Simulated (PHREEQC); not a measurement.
Dissolve 0.063 mol/kgw MgCl2, 0.3 mol/kgw NaHCO3 and 0.0093 mol/kgw KCl at 78 °C. Closed to the air; pH follows from the charge balance.

The numbers come from PHREEQC with the Pitzer model, pitzer.dat.

### Question
The ionic strength comes out as 0.485 mol/kgw. What activity coefficients do Na+, Cl-, CO3-2, MgOH+, Mg+2 get?

### Answer
Na+ 0.66, Cl- 0.64, CO3-2 0.082, MgOH+ 0.66, Mg+2 0.16. Single-ion values are on the MacInnes scale.

No solid was allowed to form. Saturation is exceeded, for instance for Magnesite (slow to form); the values hold only as long as no solid forms. At this temperature some constants are extrapolated from 25 °C, and those without enthalpy data are left unchanged.
